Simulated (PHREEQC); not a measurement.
**Acid rinse or clean**

A solution holds 0.0091 mol/kgw HNO3 and 0.13 mol/kgw CaCl2, at 25 °C. Closed to the air; pH follows from the charge balance.

The numbers come from PHREEQC with the ion-association model, wateq4f.dat.

This is a speciation only: nothing precipitates in the calculation.

Question: Estimate the pH.

Answer: pH 2.15.

Species that the database lacks are ignored.
